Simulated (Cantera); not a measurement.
Charge: 1 mol SiH₂Cl₂, 4.6 mol NH₃, equilibrated at 1702 °C and 1.28 Torr.

Cantera equilibrium calculation (NASA polynomials, part measured and part estimated; ideal gas, pure solids and liquids). Candidate condensed phases: NH₄Cl, Si, Si₃N₄; 28 gas species. The tables' values for SiCl, SiN, SiCl₃ are old estimates; treat these amounts as uncertain. Gases not in the tables: Si₂H₆ and higher silanes. Kinetics and transport are ignored.

Base state: H₂ 0.620, N₂ 0.198, HCl 0.0946, SiCl₂ 0.0356, H 0.0261, Si 0.0190, SiCl 0.00316, Cl 0.00298 (mole fractions); condensed: Si(l).

What changes in the equilibrium state with this change: NH₃ from 4.6 to 0.18 mol?


```tsv
species	before	after
H₂	0.620	0.399
SiCl₂	0.0356	0.289
HCl	0.0946	0.216
N₂	0.198	0.0366
H	0.0261	0.0210
Si	0.0190	0.0190
SiCl₃	4.44e-5	0.00103
SiCl	0.00316	0.00901
Cl	0.00298	0.00849
Si₂N	0.000130	5.58e-5
Si(l), mol	0.312	0.217
```
The tables' values for SiCl, SiCl₃, SiN are old estimates; treat these amounts as uncertain.

What changes in the equilibrium state with this change: pressure from 1.28 Torr to 10.0 Torr?


```tsv
species	before	after
H₂	0.620	0.645
N₂	0.198	0.204
HCl	0.0946	0.0992
H	0.0261	0.00952
Si	0.0190	0.00242
SiCl₂	0.0356	0.0376
Si₃	4.03e-5	5.13e-6
Si₂	0.000185	2.36e-5
SiCl₃	4.44e-5	0.000135
Si₂N	0.000130	4.70e-5
SiN	9.65e-5	3.49e-5
Si(l), mol	0.312	0.528
```
The tables' values for SiCl, SiCl₃, SiN are old estimates; treat these amounts as uncertain.

What changes in the equilibrium state with this change: NH₃ from 4.6 to 27 mol?


| species | before | after |
|---|---|---|
| H₂ | 0.620 | 0.691 |
| N₂ | 0.198 | 0.234 |
| HCl | 0.0946 | 0.0289 |
| SiCl₂ | 0.0356 | 0.00214 |
| Si | 0.0190 | 0.0137 |
| H | 0.0261 | 0.0276 |
| SiCl₃ | 4.44e-5 | 7.71e-7 |
| SiCl | 0.00316 | 0.000659 |
| Cl | 0.00298 | 0.000861 |
| Si₃ | 4.03e-5 | 1.51e-5 |
| Si(l), mol | 0.312 | 0 |
The tables' values for SiCl, SiN are old estimates; treat these amounts as uncertain.
